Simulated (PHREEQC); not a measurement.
A column of 0.2 m (30 cells, dispersivity 0.01 m, 300 s a shift, diffusion coefficient 3e-10 m²/s) holds 0.41 eq of the database's cation exchanger X per kg of pore water, first in equilibrium with 0.00058 mol LiCl, 0.065 mol (NH4)2SO4 and 1e-05 mol HCl per kg of water. It is flushed with 0.074 mol/kgw MgCl2 and 1e-05 mol/kgw HCl, at 25 °C. Values are for the last cell. CO2 from the air is kept out. No solid was allowed to form.

The numbers come from PHREEQC with the ion-association model, phreeqc.dat.

```
pore volumes  Mg in solution (mol/kgw)  S in solution (mol/kgw)  Li in solution (mol/kgw)  Cl in solution (mol/kgw)  NH4 in solution (mol/kgw)  LiX on the exchanger (mol/kgw)
------------  ------------------------  -----------------------  ------------------------  ------------------------  -------------------------  ------------------------------
0                                    0                   0.0650                  0.000580                  0.000590                      0.130                        0.000421
0.8167                         3.99e-6                   0.0448                  0.000606                    0.0464                      0.135                        0.000410
1.883                          0.00378                 0.000885                  0.000171                     0.146                      0.140                        0.000100
2.683                           0.0177                  1.99e-5                   2.68e-5                     0.148                      0.113                         1.60e-5
3.483                           0.0359                  3.78e-7                   3.43e-6                     0.148                     0.0762                         2.09e-6
4.55                            0.0553                  1.77e-9                   1.95e-7                     0.148                     0.0374                         1.21e-7
5.35                            0.0641                 3.10e-11                   2.17e-8                     0.148                     0.0198                         1.36e-8
6.15                            0.0691                 5.39e-13                   2.37e-9                     0.148                    0.00990                         1.48e-9
7.217                           0.0722                        0                  1.21e-10                     0.148                    0.00369                        7.61e-11
8.017                           0.0731                        0                  1.30e-11                     0.148                    0.00171                        8.14e-12
```
